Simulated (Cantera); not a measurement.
# Transport properties of process gases

Gas mixture: CH₃OH : C₂H₆ : C₂H₄ : CH₄ = 0.68 : 0.23 : 0.75 : 0.67 (molar parts), at 100.0 Torr, frozen composition.

Cantera's kinetic-theory transport with the Lennard-Jones parameters of GRI-Mech 3.0, ideal gas; thermal conductivity in the mixture-averaged form. Polar gases are described roughly by these parameters. The composition is frozen, though it would react at the higher temperatures.

```tsv
T (K)	ρ (kg/m³)	cp (J/kg/K)	μ (µPa s)	λ (mW/m/K)	Pr	D (cm²/s) NO	D (cm²/s) NH₃	D (cm²/s) OH
400	0.104	1927	13.5	36.2	0.716	2.17	2.24	3.33
650	0.0640	2701	20.7	76.6	0.728	5.12	5.71	7.81
900	0.0463	3255	26.8	120	0.728	8.96	10.4	13.6
1150	0.0362	3693	32.3	162	0.733	13.6	16.1	20.6
1400	0.0297	4005	37.2	203	0.733	18.9	22.8	28.6
1650	0.0252	4236	41.7	241	0.732	24.8	30.2	37.6
```
D: mixture-averaged diffusion coefficient of that species in the mixture.
